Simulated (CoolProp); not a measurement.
Properties of isobutane along the isobar 120 bar.

The numbers come from the reference Helmholtz-energy equation of state, Bücker 2006 in CoolProp.

```
T (K)   phase  isothermal compressibility (1/MPa)  Prandtl number
-----  ------  ----------------------------------  --------------
250.4  liquid                            0.001605            5.56
262.1  liquid                            0.001804            5.16
273.9  liquid                            0.002036            4.83
285.7  liquid                            0.002308            4.56
297.5  liquid                            0.002629            4.34
309.2  liquid                            0.003008            4.15
321    liquid                            0.003465            3.98
332.8  liquid                            0.004017            3.84
```

Viscosity comes from a separate model (Vogel 2000). Thermal conductivity comes from a separate model (Perkins 2002).
